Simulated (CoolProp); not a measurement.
Model: reference Helmholtz-energy equation of state, Thol 2016, in CoolProp.

Problem. Give the vapour pressure (MPa), liquid density (kg/m³), vapour density (kg/m³), liquid cp (kJ/(kg K)) of saturated hexamethyldisiloxane (MM) at 339.1 K.

Solution. 
| T (K) | p (MPa) | liquid density (kg/m³) | vapour density (kg/m³) | liquid cp (kJ/(kg K)) |
|---|---|---|---|---|
| 339.1 | 0.0327 | 715 | 1.94 | 2.01 |
